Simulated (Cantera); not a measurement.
A freely propagating, adiabatic, planar premixed flame of H2 : O2 : N2 = 1 : 0.602 : 2.27 (molar parts), unburnt at 550 K and 0.730 atm; mixture-averaged transport, grid criteria slope 0.08 and curve 0.16, no radiation.

Model: the H2/O2 subset of GRI-Mech 3.0, which has no nitrogen chemistry, integrated in Cantera. Burning velocities carry a grid error of a few per cent, more on coarse grids.

Problem. How do the results move with these cheaper or finer settings: unity-Lewis-number transport; multicomponent transport; multicomponent+Soret transport; grid criteria slope 0.5, curve 1; grid criteria slope 0.25, curve 0.5; grid criteria slope 0.03, curve 0.06?

Solution. 
| setting | laminar burning velocity | thermal thickness | peak x(H2O2) | peak x(OH) | grid points |
|---|---|---|---|---|---|
| as above | 534 cm/s | 0.657 mm | 1.82e-5 | 0.0172 | 131 |
| unity-Lewis-number transport | 369 cm/s | 0.485 mm | 7.63e-6 | 0.0175 | 120 |
| multicomponent transport | 525 cm/s | 0.652 mm | 1.84e-5 | 0.0172 | 131 |
| multicomponent+Soret transport | 494 cm/s | 0.643 mm | 1.90e-5 | 0.0171 | 131 |
| grid criteria slope 0.5, curve 1 | 661 cm/s | 0.852 mm | 1.24e-5 | 0.0176 | 42 |
| grid criteria slope 0.25, curve 0.5 | 575 cm/s | 0.717 mm | 1.61e-5 | 0.0173 | 64 |
| grid criteria slope 0.03, curve 0.06 | 525 cm/s | 0.643 mm | 1.87e-5 | 0.0172 | 278 |
Unity Lewis numbers drop preferential diffusion, which matters most where H2 and H carry the flame; Soret adds thermal diffusion.
